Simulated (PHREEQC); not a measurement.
0.42 g of hydrous ferric oxide (600 m²/g; 0.2 weak and 0.005 strong sites per Fe, Dzombak-Morel constants, diffuse double layer) in 1 kg of water with 0.1 mol/kgw of an inert sodium salt and 0.00026 mol CuCl2, at 25 °C; the pH is set by adding NaOH or the inert anion's acid. Oxygen alone is held at its pressure in air (log pO2 = -0.68). No CO2 enters from the air. Precipitation was switched off in this run.

Model: ion-association model, wateq4f.dat, run in PHREEQC.

Problem. Predict surface charge σ (C/m²), surface potential ψ (mV) at pH = 6, 7, 9.

Solution. 
```
pH  surface charge σ (C/m²)  surface potential ψ (mV)
--  -----------------------  ------------------------
6                     0.143                       106
7                     0.076                        75
9                    -0.009                       -12
```

Species that the database lacks are ignored. The database's constant for dissolved Cu(OH)2 is higher than later reviews accept.
